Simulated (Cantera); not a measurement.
A closed system holds: 1 mol C2H5OH, a varied amount of CO2, 83 mol H2, at 852 °C and 16.0 Pa.

Method: chemical equilibrium by Gibbs-energy minimisation in Cantera with the NASA 1993 tables (ideal gas, pure condensed phases). Candidate condensed phases: C, C6H6, C7H8, C8H18, H2O; 110 gas species. Rates play no part.

Question: What share of the C ends up in condensed phases as a function of n(CO2) (mol), at 0.24, 0.34, 0.48, 0.67, 0.94, 1.3, 1.8?

Answer: 
```tsv
n(CO2) (mol)	C condensed (%)	as
0.24	33.9	C(graphite)
0.34	28.2	C(graphite)
0.48	21.0	C(graphite)
0.67	12.3	C(graphite)
0.94	2.0	C(graphite)
1.3	0.0	-
1.8	0.0	-
```
